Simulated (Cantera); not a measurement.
An isothermal, constant-pressure homogeneous reactor starts with H2 : O2 : N2 = 0.13 : 1 : 0.12 (molar parts), at 1325 K and 160 Pa. Integrator tolerance rtol = 1e-08.

Detailed kinetics in Cantera: GRI-Mech 3.0 (53 species, 325 reactions). Radical loss at walls, strong at low pressure, is not modelled. The temperature is held fixed by assumption; the heat of reaction is taken as removed at once.

Question: What does this change do: H2 0.13 to 0.044 parts?

Answer: 
| quantity | before | after |
|---|---|---|
| x(H2) at 1.00 s | 0.00238 (gas-phase equilibrium 4.17e-7) | 0.000482 (gas-phase equilibrium 1.40e-7) |
| x(O2) at 1.00 s | 0.747 (gas-phase equilibrium 0.789) | 0.831 (gas-phase equilibrium 0.856) |
| x(NO) at 1.00 s | 3.44e-7 (gas-phase equilibrium 0.000324) | 4.49e-8 (gas-phase equilibrium 0.000344) |
| x(OH) at 1.00 s | 0.00749 (gas-phase equilibrium 0.000102) | 0.00356 (gas-phase equilibrium 6.17e-5) |
| x(H2O2) at 1.00 s | 1.70e-8 (gas-phase equilibrium 2.58e-10) | 6.20e-9 (gas-phase equilibrium 9.43e-11) |
| x(HO2) at 1.00 s | 4.58e-7 (gas-phase equilibrium 2.67e-8) | 2.07e-7 (gas-phase equilibrium 1.68e-8) |

Question: What does this change do: pressure from 160 Pa to 1330 Pa?

Answer: 
```csv
quantity,before,after
x(H2) at 1.00 s,0.00238 (gas-phase equilibrium 4.17e-7),7.02e-6 (gas-phase equilibrium 1.44e-7)
x(O2) at 1.00 s,0.747 (gas-phase equilibrium 0.789),0.789 (gas-phase equilibrium 0.789)
x(NO) at 1.00 s,3.44e-7 (gas-phase equilibrium 0.000324),5.64e-7 (gas-phase equilibrium 0.000324)
x(OH) at 1.00 s,0.00749 (gas-phase equilibrium 0.000102),0.000417 (gas-phase equilibrium 6.00e-5)
x(H2O2) at 1.00 s,1.70e-8 (gas-phase equilibrium 2.58e-10),1.14e-8 (gas-phase equilibrium 7.44e-10)
x(HO2) at 1.00 s,4.58e-7 (gas-phase equilibrium 2.67e-8),1.24e-7 (gas-phase equilibrium 4.54e-8)
```
